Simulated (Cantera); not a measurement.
## Adiabatic ignition

An adiabatic, constant-pressure homogeneous reactor starts with 6.78 % CH4, 16.7 % O2, 62.9 % N2, 13.6 % H2O, equivalence ratio 0.81, at 1675 K and 83000 Pa.

Detailed kinetics in Cantera: GRI-Mech 3.0 (53 species, 325 reactions).

| t (s) | T (K) | x CH4 | x O2 | x H2O | x NO | x N2O | x CH2 |
|---|---|---|---|---|---|---|---|
| 7.00e-6 | 1675 | 0.0678 | 0.167 | 0.136 | <1e-12 | 1.37e-11 | 4.55e-11 |
| 1.85e-5 | 1675 | 0.0678 | 0.167 | 0.136 | <1e-12 | 6.57e-11 | 2.86e-10 |
| 4.87e-5 | 1675 | 0.0676 | 0.167 | 0.136 | 1.39e-12 | 2.89e-10 | 2.48e-9 |
| 0.000128 | 1676 | 0.0667 | 0.167 | 0.136 | 1.12e-11 | 1.32e-9 | 3.76e-8 |
| 0.000338 | 2268 | <1e-12 | 0.0506 | 0.213 | 1.49e-5 | 1.31e-7 | <1e-12 |
| 0.000892 | 2607 | <1e-12 | 0.0392 | 0.237 | 0.000736 | 3.76e-7 | <1e-12 |
| 0.00235 | 2607 | <1e-12 | 0.0383 | 0.238 | 0.00269 | 3.83e-7 | <1e-12 |
| 0.00621 | 2603 | <1e-12 | 0.0367 | 0.238 | 0.00635 | 4.03e-7 | <1e-12 |
| 0.0164 | 2599 | <1e-12 | 0.0354 | 0.238 | 0.00939 | 4.32e-7 | <1e-12 |
| 0.0431 | 2599 | <1e-12 | 0.0352 | 0.238 | 0.00980 | 4.36e-7 | <1e-12 |
| 0.114 | 2599 | <1e-12 | 0.0352 | 0.238 | 0.00981 | 4.36e-7 | <1e-12 |
| 0.300 | 2599 | <1e-12 | 0.0352 | 0.238 | 0.00981 | 4.36e-7 | <1e-12 |
x: mole fraction; the columns are a selection and need not sum to one.

```yaml
time_of_steepest_temperature_rise: 0.325 ms
temperature at 0.300 s: 2599 K
equilibrium_temperature: 2599 K
x(CH4) at 0.300 s: <1e-12 (gas-phase equilibrium <1e-12)
x(O2) at 0.300 s: 0.0352 (gas-phase equilibrium 0.0352)
x(H2O) at 0.300 s: 0.238 (gas-phase equilibrium 0.238)
```
